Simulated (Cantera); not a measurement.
A closed system holds: 1 mol SiH4, 0.017 mol CH4, 65 mol H2, held at 0.133 bar.

Equilibrium computed with Cantera from the NASA thermochemical tables; the gas is ideal and each condensed phase is pure. Candidate condensed phases: C, C6H6, C7H8, C8H18, Si, SiC; 87 gas species. Mutual solubility and eutectic melting of coexisting phases are not modelled. Gases not in the tables: Si2H6 and higher silanes. Rates play no part.

x: gas mole fraction; n: condensed amount in mol.

| T (K) | x H2 | x H | x Si | x SiH | x SiH2 | x Si2 | x Si2C | n Si(l) | n SiC(s) |
|---|---|---|---|---|---|---|---|---|---|
| 2173 | 0.984 | 0.0131 | 0.00212 | 0.000359 | 0.000258 | … | 0.000113 | 0.788 | 0.00592 |
| 2223 | 0.978 | 0.0174 | 0.00345 | 0.000527 | 0.000324 | … | 0.000185 | 0.673 | 0 |
| 2273 | 0.970 | 0.0227 | 0.00549 | 0.000761 | 0.000403 | … | 0.000207 | 0.500 | 0 |
| 2323 | 0.960 | 0.0292 | 0.00855 | 0.00108 | 0.000494 | … | 0.000221 | 0.244 | 0 |
| 2373 | 0.949 | 0.0373 | 0.0116 | 0.00133 | 0.000530 | … | 0.000222 | 0 | 0 |
| 2423 | 0.939 | 0.0471 | 0.0119 | 0.00125 | 0.000436 | … | 0.000199 | 0 | 0 |
| 2473 | 0.927 | 0.0588 | 0.0121 | 0.00117 | 0.000359 | … | 0.000167 | 0 | 0 |

Problem. Complete the blanks.

Solution. 
- 2173, x Si2: 3.22e-5
- 2223, x Si2: 5.77e-5
- 2273, x Si2: 0.000101
- 2323, x Si2: 0.000172
- 2373, x Si2: 0.000224
- 2423, x Si2: 0.000171
- 2473, x Si2: 0.000130
